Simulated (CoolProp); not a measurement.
Vapour-liquid equilibrium of isobutane (1) + isobutene (2) at 0.546 bar; x and y are mole fractions of (1).

Values from CoolProp's multi-fluid Helmholtz-energy mixture model, Bücker 2006 and Lemmon 2005; pair parameters Bell 2016.

| x | bubble temperature (K) | y at the bubble point | dew temperature at overall composition x (K) | liquid density (mol/L) |
|---|---|---|---|---|
| 0.05 | 251.0 | 0.065 | 251.1 | 11.41 |
| 0.125 | 250.5 | 0.156 | 250.7 | 11.33 |
| 0.2 | 250.0 | 0.243 | 250.2 | 11.26 |
| 0.275 | 249.6 | 0.325 | 249.8 | 11.18 |
| 0.35 | 249.2 | 0.403 | 249.5 | 11.11 |
| 0.425 | 248.8 | 0.478 | 249.1 | 11.03 |
| 0.5 | 248.5 | 0.551 | 248.7 | 10.96 |
| 0.575 | 248.1 | 0.621 | 248.3 | 10.89 |
| 0.65 | 247.8 | 0.690 | 248.0 | 10.82 |
| 0.725 | 247.5 | 0.758 | 247.7 | 10.75 |
| 0.8 | 247.3 | 0.825 | 247.4 | 10.68 |
| 0.875 | 247.0 | 0.891 | 247.1 | 10.61 |
| 0.95 | 246.8 | 0.956 | 246.8 | 10.54 |

No azeotrope shows between x = 0.05 and 0.95.

Pair parameters are fitted to limited data, so mixtures are less certain than the pure fluids.
